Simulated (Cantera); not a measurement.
Cantera run:

```python
import numpy as np
import cantera as ct

gas_names = """
    CL CL2 H HCL H2 N NH NH2 NH3 N2 N2H2 N2H4 Si SiCL SiCL2 SiCL3 SiCL4 SiH SiHCL3 SiH2 SiH2CL2 SiH3
    SiH3CL SiH4 SiN Si2 Si2N Si3
""".split()
cond_names = """
    NH4CL(a) NH4CL(b) Si(cr) Si(L) Si3N4(a)
""".split()


def load(file, names, dense=False):
    # The tables refer to 1 bar. Condensed volumes are neglected.
    table = {s.name: s for s in ct.Species.list_from_file(file)}
    out = []
    for n in names:
        d = dict(table[n].input_data)
        d["thermo"] = dict(d["thermo"], **{"reference-pressure": 1e5})
        if dense:
            d["equation-of-state"] = {"model": "constant-volume", "density": "1e6 g/cm^3"}
        out.append(ct.Species.from_dict(d))
    return out


gas = ct.Solution(thermo="ideal-gas", species=load("nasa_gas.yaml", gas_names))
cond = {s.name: ct.Solution(thermo="fixed-stoichiometry", species=[s], name=s.name)
        for s in load("nasa_condensed.yaml", cond_names, dense=True)}
atoms = {
    'SiCl4': {'Si': 1, 'CL': 4},
    'N2': {'N': 2},
    'H2': {'H': 2},
}
top_T = {'Si3N4(a)': 2400}  # K; cautious upper limits of use, not melting points


def equilibrate(T, P, feed):
    n = {}
    for name, mol in feed.items():
        for a, k in atoms[name].items():
            n[a] = n.get(a, 0.0) + k * mol
    gas.TPX = T, P, n
    mass = sum(n.values()) * gas.mean_molecular_weight
    gas.equilibrate("TP")
    valid = [c for c in cond.values() if c.min_temp <= T <= top_T.get(c.name, c.max_temp)]
    mix = ct.Mixture([(gas, mass / gas.mean_molecular_weight)] + [(c, 0.0) for c in valid])
    mix.T, mix.P = T, P
    mix.equilibrate("TP", solver="vcs", rtol=1e-11, max_steps=5000)
    return mix


results = []
feed = {'SiCl4': 1, 'N2': 5.4, 'H2': 18}  # mol
P = 16  # Pa
for T in [1173, 1273, 1373, 1473, 1573, 1673, 1773, 1873, 1973]:
    mix = equilibrate(T, P, feed)
    results.append((T, P, feed, dict(zip(mix.species_names, mix.species_moles))))
    x = sorted(zip(gas.X, gas.species_names), reverse=True)
    print(f"T = {T:g} K  P = {P:g} Pa  gas = {mix.phase_moles(0):.4g} mol")
    print("   x: " + "  ".join(f"{s} {v:.3e}" for v, s in x if v > 1e-06))
    print("   condensed (mol): " + ("  ".join(f"{mix.phase(i).name} {mix.phase_moles(i):.4g}"
          for i in range(1, mix.n_phases) if mix.phase_moles(i) > 1e-12) or "none"))
```

Result:

```
T = 1173 K  P = 16 Pa  gas = 24.74 mol
   x: H2 6.473e-01  N2 1.917e-01  HCL 1.604e-01  SiCL2 4.860e-04  SiCL3 4.626e-05  SiCL4 4.341e-05  H 7.499e-06  SiHCL3 4.083e-06  CL 1.625e-06
   condensed (mol): Si3N4(a) 0.3286
T = 1273 K  P = 16 Pa  gas = 24.8 mol
   x: H2 6.492e-01  N2 1.935e-01  HCL 1.535e-01  SiCL2 3.680e-03  SiCL3 1.249e-04  H 4.542e-05  SiCL4 2.780e-05  CL 9.121e-06  SiHCL3 4.701e-06
   condensed (mol): Si3N4(a) 0.3016
T = 1373 K  P = 16 Pa  gas = 24.99 mol
   x: H2 6.557e-01  N2 1.997e-01  HCL 1.288e-01  SiCL2 1.528e-02  H 2.132e-04  SiCL3 1.877e-04  CL 3.470e-05  SiCL4 1.066e-05  SiHCL3 3.432e-06  SiCL 2.434e-06
   condensed (mol): Si3N4(a) 0.2043
T = 1473 K  P = 16 Pa  gas = 25.32 mol
   x: H2 6.655e-01  N2 2.096e-01  HCL 9.010e-02  SiCL2 3.367e-02  H 8.159e-04  SiCL3 1.399e-04  CL 8.954e-05  SiCL 3.871e-05  Si 3.004e-05  SiCL4 1.988e-06  SiHCL3 1.379e-06  SiH 1.114e-06
   condensed (mol): Si3N4(a) 0.0474
T = 1573 K  P = 16 Pa  gas = 25.45 mol
   x: H2 6.639e-01  N2 2.122e-01  HCL 8.420e-02  SiCL2 3.616e-02  H 2.619e-03  Si 3.437e-04  CL 2.640e-04  SiCL 1.812e-04  SiCL3 7.528e-05  SiH 8.527e-06  Si2N 3.119e-06  SiH2 2.436e-06  SiN 1.912e-06
   condensed (mol): Si(cr) 0.06408
T = 1673 K  P = 16 Pa  gas = 25.57 mol
   x: H2 6.585e-01  N2 2.111e-01  HCL 8.323e-02  SiCL2 3.585e-02  H 7.306e-03  Si 2.469e-03  CL 7.211e-04  SiCL 6.233e-04  SiCL3 4.290e-05  SiH 4.284e-05  Si2N 1.620e-05  SiN 9.519e-06  Si2 8.989e-06  SiH2 6.859e-06  Si3 2.098e-06
   condensed (mol): none
T = 1773 K  P = 16 Pa  gas = 25.9 mol
   x: H2 6.389e-01  N2 2.085e-01  HCL 9.405e-02  SiCL2 2.850e-02  H 1.798e-02  Si 8.530e-03  CL 2.034e-03  SiCL 1.293e-03  SiH 1.065e-04  Si2 3.040e-05  Si2N 2.512e-05  SiCL3 2.415e-05  SiN 2.366e-05  SiH2 1.010e-05  Si3 4.705e-06
   condensed (mol): none
T = 1873 K  P = 16 Pa  gas = 26.5 mol
   x: H2 6.051e-01  N2 2.037e-01  HCL 1.084e-01  H 3.969e-02  Si 1.791e-02  SiCL2 1.767e-02  CL 5.385e-03  SiCL 1.802e-03  SiH 1.642e-04  Si2 4.343e-05  SiN 3.681e-05  Si2N 1.779e-05  SiCL3 1.156e-05  SiH2 9.644e-06  Si3 3.229e-06
   condensed (mol): none
T = 1973 K  P = 16 Pa  gas = 27.42 mol
   x: H2 5.587e-01  N2 1.969e-01  HCL 1.159e-01  H 7.973e-02  Si 2.644e-02  CL 1.236e-02  SiCL2 7.963e-03  SiCL 1.758e-03  SiH 1.808e-04  SiN 4.124e-05  Si2 3.439e-05  Si2N 7.447e-06  SiH2 6.805e-06  SiCL3 3.950e-06  Si3 1.002e-06
   condensed (mol): none
```

These are equilibrium values from Cantera (NASA tables, ideal gas, pure condensed phases), not measurements of a reactor. N2 is the only nitrogen source here; it is nearly inert below about 1500 K, so the nitride shown seldom forms there in practice. The tables' values for SiCl, SiCl3, SiN are old estimates; treat these amounts as uncertain. Gases not in the tables: Si2H6 and higher silanes.
